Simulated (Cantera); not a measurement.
# Chlorosilane synthesis and conversion: SiCl4 + HCl + H2

A closed system holds: 1 mol SiCl4, 0.52 mol HCl, 2.2 mol H2, equilibrated at 0.100 bar.

Method: chemical equilibrium by Gibbs-energy minimisation in Cantera with the NASA 1993 tables (ideal gas, pure condensed phases). Candidate condensed phases: Si; 19 gas species. The tables' values for SiCl3 are old estimates; treat these amounts as uncertain. Equilibrium is a limit: real reactors are often held back by kinetics, nucleation or transport.

```
T (K)   x H2  x SiCl4  x HCl  x SiHCl3   x SiCl3   x SiCl2
-----  -----  -------  -----  --------  --------  --------
575    0.591    0.269  0.140   1.69e-5  8.65e-11    <1e-12
625    0.591    0.269  0.140   5.49e-5   1.70e-9    <1e-12
675    0.591    0.269  0.140  0.000149   2.13e-8    <1e-12
725    0.591    0.268  0.140  0.000349   1.87e-7  3.19e-11
775    0.591    0.268  0.141  0.000729   1.23e-6  8.07e-10
825    0.590    0.267  0.141   0.00138   6.43e-6   1.36e-8
875    0.589    0.266  0.142   0.00241   2.75e-5   1.64e-7
925    0.587    0.265  0.144   0.00393   9.93e-5   1.48e-6
975    0.585    0.262  0.146   0.00601  0.000311   1.04e-5
1025   0.582    0.259  0.149   0.00867  0.000856   5.90e-5
1075   0.577    0.254  0.154    0.0118   0.00210  0.000274
1125   0.571    0.247  0.161    0.0152   0.00460   0.00105
1175   0.561    0.236  0.173    0.0181   0.00896   0.00333
```
x: gas mole fraction; nothing condenses.

From 575 K to 1175 K nothing is condensed. The main Si-bearing gas is SiCl4 throughout.
